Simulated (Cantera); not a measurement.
An isothermal, constant-pressure homogeneous reactor starts with 3.70 % C₂H₆, 96.3 % H₂, at 1448 K and 0.398 Torr.

Computed with Cantera and GRI-Mech 3.0 (53 species, 325 reactions). GRI-Mech 3.0 stops at C3 and has no aromatics, soot or wall deposition, so with more carbon than oxygen in the feed, carbon stays in small species such as C2H2 where larger ones or solid carbon would form. Radical loss at walls, strong at low pressure, is not modelled.

x: mole fraction; the columns are a selection and need not sum to one.

```
t (s)      x C₂H₆   x H₂     x CH₃     x C₂H     x CH₄       x H    x C₂H₄
--------  -------  -----  --------  --------  --------  --------  --------
2.00e-6    0.0370  0.963   4.83e-7    <1e-12  2.11e-10  2.89e-10    <1e-12
2.00e-5    0.0370  0.963   4.81e-6    <1e-12   2.09e-8   2.11e-8  9.89e-12
0.000200   0.0370  0.963   4.63e-5    <1e-12   2.03e-6   1.84e-6   9.90e-9
0.00200    0.0367  0.963  0.000326    <1e-12  0.000160   9.27e-5   3.27e-5
0.0200     0.0238  0.956   0.00249  1.43e-10    0.0105   0.00101   0.00579
0.200     7.21e-6  0.941   0.00109   1.42e-8    0.0429   0.00118   0.00570
2.00            …  0.942         …         …    0.0423         …         …
20.0            …  0.944         …         …    0.0392  0.000247         …
200       5.62e-7  0.951  0.000137   7.36e-9    0.0271  0.000239   3.96e-5
```

Problem. Fill in the missing entries.

Solution. 
- 2.00, x C₂H₆: 2.68e-6
- 2.00, x CH₃: 0.000399
- 2.00, x C₂H: 9.01e-9
- 2.00, x H: 0.000443
- 2.00, x C₂H₄: 0.000392
- 20.0, x C₂H₆: 1.24e-6
- 20.0, x CH₃: 0.000206
- 20.0, x C₂H: 5.67e-9
- 20.0, x C₂H₄: 7.94e-5
